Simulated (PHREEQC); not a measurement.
1 kg of water holding 0.0069 mol NaCl and 0.041 mol MgCl2 is evaporated at 75 °C; the solids stay in contact with the brine. CO2 from the air is kept out. Solids allowed: Bischofite, Brucite, Halite, MgCl2_4H2O. Others were left out.

The numbers come from PHREEQC with the Pitzer model, pitzer.dat.

Q: Predict ionic strength at water left (kg) = 0.2082, 0.01627.

A: 
```tsv
water left (kg)	ionic strength
0.2082	0.624
0.01627	7.98
```

Constants without temperature data keep their 25 °C values here.
